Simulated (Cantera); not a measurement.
Charge: 1 mol (CH3)2SiCl2, 77 mol H2, equilibrated at 1250 K and 0.130 bar.

Equilibrium computed with Cantera from the NASA thermochemical tables; the gas is ideal and each condensed phase is pure. Candidate condensed phases: C, C6H6, C7H8, C8H18, Si, SiC; 109 gas species. The feed counts by its element totals alone. The numbers say what is thermodynamically allowed, not how fast it happens.

Base state: H2 0.974, HCl 0.0247, CH4 0.00136 (mole fractions); condensed: C(graphite) + SiC(s).

**Question.** What changes in the equilibrium state with this change: pressure from 0.130 bar to 0.00540 bar?

**Answer.** 
| species | before | after |
|---|---|---|
| H2 | 0.974 | 0.975 |
| HCl | 0.0247 | 0.0247 |
| CH4 | 0.00136 | 5.65e-5 |
| C(graphite), mol | 0.891 | 0.996 |
| SiC(s), mol | 1.000 | 1.000 |

**Question.** What changes in the equilibrium state with this change: pressure from 0.130 bar to 0.320 bar?

**Answer.** 
| species | before | after |
|---|---|---|
| H2 | 0.974 | 0.972 |
| HCl | 0.0247 | 0.0248 |
| CH4 | 0.00136 | 0.00332 |
| C(graphite), mol | 0.891 | 0.732 |
| SiC(s), mol | 1.000 | 0.999 |
